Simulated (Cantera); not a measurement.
## Adiabatic ignition

An adiabatic, constant-volume homogeneous reactor starts with CH4 : C2H6 : O2 : N2 = 1 : 0.23 : 4.38 : 16.5 (molar parts), equivalence ratio 0.64, at 1150 K and 1.01 bar.

Detailed kinetics in Cantera: GRI-Mech 3.0 (53 species, 325 reactions).

```json
[
 {"t (s)": "1.00e-5", "T (K)": "1150", "P (bar)": "1.01", "x CH4": "0.0452", "x C2H6": "0.0104", "x O2": "0.198", "x CO": "<1e-12", "x HCO": "<1e-12", "x OH": "2.53e-11", "x C2H": "<1e-12"},
 {"t (s)": "2.43e-5", "T (K)": "1150", "P (bar)": "1.01", "x CH4": "0.0452", "x C2H6": "0.0104", "x O2": "0.198", "x CO": "<1e-12", "x HCO": "<1e-12", "x OH": "6.47e-11", "x C2H": "<1e-12"},
 {"t (s)": "5.89e-5", "T (K)": "1150", "P (bar)": "1.01", "x CH4": "0.0452", "x C2H6": "0.0104", "x O2": "0.198", "x CO": "1.06e-12", "x HCO": "<1e-12", "x OH": "1.59e-10", "x C2H": "<1e-12"},
 {"t (s)": "0.000143", "T (K)": "1150", "P (bar)": "1.01", "x CH4": "0.0452", "x C2H6": "0.0104", "x O2": "0.198", "x CO": "1.56e-11", "x HCO": "<1e-12", "x OH": "3.87e-10", "x C2H": "<1e-12"},
 {"t (s)": "0.000347", "T (K)": "1150", "P (bar)": "1.01", "x CH4": "0.0452", "x C2H6": "0.0104", "x O2": "0.198", "x CO": "2.38e-10", "x HCO": "<1e-12", "x OH": "1.03e-9", "x C2H": "<1e-12"},
 {"t (s)": "0.000843", "T (K)": "1150", "P (bar)": "1.01", "x CH4": "0.0452", "x C2H6": "0.0104", "x O2": "0.198", "x CO": "4.46e-9", "x HCO": "<1e-12", "x OH": "3.71e-9", "x C2H": "<1e-12"},
 {"t (s)": "0.00205", "T (K)": "1150", "P (bar)": "1.01", "x CH4": "0.0452", "x C2H6": "0.0104", "x O2": "0.198", "x CO": "1.75e-7", "x HCO": "1.64e-11", "x OH": "2.62e-8", "x C2H": "<1e-12"},
 {"t (s)": "0.00497", "T (K)": "1177", "P (bar)": "1.04", "x CH4": "0.0427", "x C2H6": "0.00812", "x O2": "0.194", "x CO": "0.000716", "x HCO": "8.43e-8", "x OH": "3.52e-6", "x C2H": "<1e-12"},
 {"t (s)": "0.0121", "T (K)": "2580", "P (bar)": "2.31", "x CH4": "<1e-12", "x C2H6": "<1e-12", "x O2": "0.0652", "x CO": "0.00819", "x HCO": "2.81e-9", "x OH": "0.0118", "x C2H": "<1e-12"},
 {"t (s)": "0.0293", "T (K)": "2576", "P (bar)": "2.31", "x CH4": "<1e-12", "x C2H6": "<1e-12", "x O2": "0.0641", "x CO": "0.00812", "x HCO": "2.74e-9", "x OH": "0.0116", "x C2H": "<1e-12"},
 {"t (s)": "0.0711", "T (K)": "2576", "P (bar)": "2.31", "x CH4": "<1e-12", "x C2H6": "<1e-12", "x O2": "0.0640", "x CO": "0.00812", "x HCO": "2.74e-9", "x OH": "0.0116", "x C2H": "<1e-12"},
 {"t (s)": "0.173", "T (K)": "2576", "P (bar)": "2.31", "x CH4": "<1e-12", "x C2H6": "<1e-12", "x O2": "0.0640", "x CO": "0.00812", "x HCO": "2.74e-9", "x OH": "0.0116", "x C2H": "<1e-12"},
 {"t (s)": "0.419", "T (K)": "2576", "P (bar)": "2.31", "x CH4": "<1e-12", "x C2H6": "<1e-12", "x O2": "0.0640", "x CO": "0.00812", "x HCO": "2.74e-9", "x OH": "0.0116", "x C2H": "<1e-12"},
 {"t (s)": "1.02", "T (K)": "2576", "P (bar)": "2.31", "x CH4": "<1e-12", "x C2H6": "<1e-12", "x O2": "0.0640", "x CO": "0.00812", "x HCO": "2.74e-9", "x OH": "0.0116", "x C2H": "<1e-12"},
 {"t (s)": "2.47", "T (K)": "2576", "P (bar)": "2.31", "x CH4": "<1e-12", "x C2H6": "<1e-12", "x O2": "0.0640", "x CO": "0.00812", "x HCO": "2.74e-9", "x OH": "0.0116", "x C2H": "<1e-12"},
 {"t (s)": "6.00", "T (K)": "2576", "P (bar)": "2.31", "x CH4": "<1e-12", "x C2H6": "<1e-12", "x O2": "0.0640", "x CO": "0.00812", "x HCO": "2.74e-9", "x OH": "0.0116", "x C2H": "<1e-12"}
]
```
x: mole fraction; the columns are a selection and need not sum to one.

```json
{
 "time_of_steepest_temperature_rise": "5.71 ms",
 "temperature at 6.00 s": "2576 K",
 "equilibrium_temperature": "2576 K",
 "x(CH4) at 6.00 s": "<1e-12 (gas-phase equilibrium <1e-12)",
 "x(C2H6) at 6.00 s": "<1e-12 (gas-phase equilibrium <1e-12)",
 "x(O2) at 6.00 s": "0.0640 (gas-phase equilibrium 0.0640)"
}
```
